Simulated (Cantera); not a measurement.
A closed system holds: 1 mol BF₃, 17 mol H₂O, 28 mol N₂, at 0.640 bar.

Method: chemical equilibrium by Gibbs-energy minimisation in Cantera with the NASA 1993 tables (ideal gas, pure condensed phases). Candidate condensed phases: B, BN, B₂O₃, B₃O₃H₃, H₂O; 62 gas species. The numbers say what is thermodynamically allowed, not how fast it happens. All values below are at 2123 K.

Base state: N₂ 0.593, H₂O 0.317, HF 0.0572, HBO₂ 0.0146, BOF 0.00633, H₂ 0.00608, OH 0.00225, O₂ 0.00204 (mole fractions); condensed: gas only.

Question: What changes in the equilibrium state with this change: H₂O from 17 to 0.31 mol?

Answer: 
```tsv
species	before	after
N₂	0.593	0.945
BF₃	1.59e-6	0.0233
HF	0.0572	0.0209
H₂O	0.317	4.77e-6
HBO₂	0.0146	9.90e-7
BOF	0.00633	0.0104
B₂O₃	8.40e-5	2.58e-8
O₂	0.00204	1.01e-6
OH	0.00225	1.31e-6
H₂	0.00608	4.10e-6
BF₂	7.51e-8	7.79e-5
```
The tables' values for BF₂ are old estimates; treat these amounts as uncertain.
